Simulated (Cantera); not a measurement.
A perfectly stirred reactor is fed with CH4 : O2 : N2 = 1 : 2.22 : 21.6 (molar parts), equivalence ratio 0.90, at 1500 Torr; it is adiabatic with a 300 K inlet, and is followed from long to short residence time, starting on the burning branch (τ in s: 0.19, 0.087, 0.04, 0.019, 0.0089, 0.0041, 0.0019, 0.00091, 0.00042, 0.0002, 9.3e-05, 4.3e-05).

Model: GRI-Mech 3.0 (53 species, 325 reactions), integrated in Cantera.

Task: What does this change do: N2 21.6 to 13 parts?

Result: 
```json
[
 {"quantity": "state", "before": "not burning at any residence time tried", "after": "not reached"},
 {"quantity": "x(CH4) at τ = 0.190 s", "before": "0.0403", "after": "7.99e-6"},
 {"quantity": "x(O2) at τ = 0.190 s", "before": "0.0894", "after": "0.0137"},
 {"quantity": "x(C2H) at τ = 0.190 s", "before": "<1e-12", "after": "3.25e-12"},
 {"quantity": "x(C2H4) at τ = 0.190 s", "before": "<1e-12", "after": "4.42e-9"},
 {"quantity": "x(NO) at τ = 0.190 s", "before": "<1e-12", "after": "1.79e-5"},
 {"quantity": "x(CH4) at τ = 1.90 ms", "before": "0.0403", "after": "0.000185"},
 {"quantity": "x(O2) at τ = 1.90 ms", "before": "0.0894", "after": "0.0175"},
 {"quantity": "x(C2H) at τ = 1.90 ms", "before": "<1e-12", "after": "1.75e-10"},
 {"quantity": "x(C2H4) at τ = 1.90 ms", "before": "<1e-12", "after": "2.97e-7"},
 {"quantity": "x(NO) at τ = 1.90 ms", "before": "<1e-12", "after": "2.29e-5"},
 {"quantity": "blow-out, bracketed by the residence times tried", "before": "not reached", "after": "burning at 0.910 ms, out at 0.420 ms"}
]
```

Task: What does this change do: inlet temperature 300 to 750 K?

Result: 
| quantity | before | after |
|---|---|---|
| state | not burning at any residence time tried | not reached |
| x(CH4) at τ = 0.190 s | 0.0403 | 7.32e-6 |
| x(O2) at τ = 0.190 s | 0.0894 | 0.00901 |
| x(C2H) at τ = 0.190 s | <1e-12 | 2.71e-12 |
| x(C2H4) at τ = 0.190 s | <1e-12 | 4.80e-9 |
| x(NO) at τ = 0.190 s | <1e-12 | 1.53e-5 |
| x(CH4) at τ = 1.90 ms | 0.0403 | 0.000168 |
| x(O2) at τ = 1.90 ms | 0.0894 | 0.0123 |
| x(C2H) at τ = 1.90 ms | <1e-12 | 1.29e-10 |
| x(C2H4) at τ = 1.90 ms | <1e-12 | 2.66e-7 |
| x(NO) at τ = 1.90 ms | <1e-12 | 2.14e-5 |
| blow-out, bracketed by the residence times tried | not reached | burning at 0.910 ms, out at 0.420 ms |
